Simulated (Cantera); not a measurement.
Charge: 1 mol Cr, 1.5 mol NH3, 24 mol H2, 2.1 mol N2O, held at 6.10 Pa.

Cantera equilibrium calculation (NASA polynomials, part measured and part estimated; ideal gas, pure solids and liquids). Candidate condensed phases: Cr, CrN, Cr2N, Cr2O3, H2O; 29 gas species. Rates play no part.

x: gas mole fraction; n: condensed amount in mol.

```csv
T (°C),x H2,x N2,x H2O,x H,x Cr,x CrO,x OH,n Cr2O3(s)
827,0.881,0.0979,0.0206,3.11e-6,5.79e-12,<1e-12,3.24e-10,0.500
927,0.881,0.0979,0.0206,2.37e-5,1.13e-9,___,4.43e-9,0.500
1027,0.881,0.0979,0.0206,0.000133,9.60e-8,___,4.06e-8,0.500
1127,0.881,0.0979,0.0206,0.000585,4.26e-6,___,2.72e-7,0.500
1227,0.879,0.0978,0.0208,0.00211,0.000111,___,1.42e-6,0.498
1327,0.871,0.0975,0.0230,0.00650,0.00163,___,6.71e-6,0.476
1427,0.841,0.0961,0.0353,0.0173,0.0100,___,3.75e-5,0.349
1527,0.768,0.0928,0.0666,0.0402,0.0311,___,0.000230,0.000449
```

Q: Fill in the missing entries.

A: 
- 927, x CrO: 3.84e-12
- 1027, x CrO: 4.38e-10
- 1127, x CrO: 2.50e-8
- 1227, x CrO: 8.22e-7
- 1327, x CrO: 1.64e-5
- 1427, x CrO: 0.000189
- 1527, x CrO: 0.00141
